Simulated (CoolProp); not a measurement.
Saturation properties of R115 (Tc = 80.0 °C, pc = 3.129 MPa, ω = 0.248).

Values from CoolProp's reference Helmholtz-energy equation of state, Lemmon 2016.

```json
[
 {"T (°C)": "6.95", "p (MPa)": "0.5456", "liquid density (kg/m³)": "1369", "liquid cp (kJ/(kg K))": "1.043"},
 {"T (°C)": "10.95", "p (MPa)": "0.6137", "liquid density (kg/m³)": "1352", "liquid cp (kJ/(kg K))": "1.056"},
 {"T (°C)": "14.85", "p (MPa)": "0.6860", "liquid density (kg/m³)": "1334", "liquid cp (kJ/(kg K))": "1.069"},
 {"T (°C)": "18.85", "p (MPa)": "0.7665", "liquid density (kg/m³)": "1316", "liquid cp (kJ/(kg K))": "1.084"},
 {"T (°C)": "22.85", "p (MPa)": "0.8537", "liquid density (kg/m³)": "1297", "liquid cp (kJ/(kg K))": "1.101"},
 {"T (°C)": "26.85", "p (MPa)": "0.9482", "liquid density (kg/m³)": "1277", "liquid cp (kJ/(kg K))": "1.119"},
 {"T (°C)": "30.85", "p (MPa)": "1.050", "liquid density (kg/m³)": "1256", "liquid cp (kJ/(kg K))": "1.139"},
 {"T (°C)": "34.85", "p (MPa)": "1.160", "liquid density (kg/m³)": "1235", "liquid cp (kJ/(kg K))": "1.162"},
 {"T (°C)": "38.85", "p (MPa)": "1.278", "liquid density (kg/m³)": "1212", "liquid cp (kJ/(kg K))": "1.188"},
 {"T (°C)": "42.85", "p (MPa)": "1.405", "liquid density (kg/m³)": "1189", "liquid cp (kJ/(kg K))": "1.218"},
 {"T (°C)": "46.85", "p (MPa)": "1.541", "liquid density (kg/m³)": "1164", "liquid cp (kJ/(kg K))": "1.254"}
]
```

It boils at -39.2 °C under 1 atm.
